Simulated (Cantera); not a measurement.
Gas mixture: CO2 : NO = 0.24 : 0.21 (molar parts), at 2.27 atm, frozen composition.

Cantera's kinetic-theory transport with the Lennard-Jones parameters of GRI-Mech 3.0, ideal gas; thermal conductivity in the mixture-averaged form. The composition is frozen, though it would react at the higher temperatures.

One state of this run: ρ (kg/m³) = 0.482; cp (J/kg/K) = 1324; μ (µPa s) = 69.8; λ (mW/m/K) = 127; Pr = 0.726; D (cm²/s) NH3 = 2.81; D (cm²/s) CH4 = 2.51; D (cm²/s) O = 3.51. D: mixture-averaged diffusion coefficient of that species in the mixture.

**Question.** Which value of T (K) does it belong to?
(A) 2150
(B) 1900
(C) 1150
(D) 650

**Answer.** A, 2150
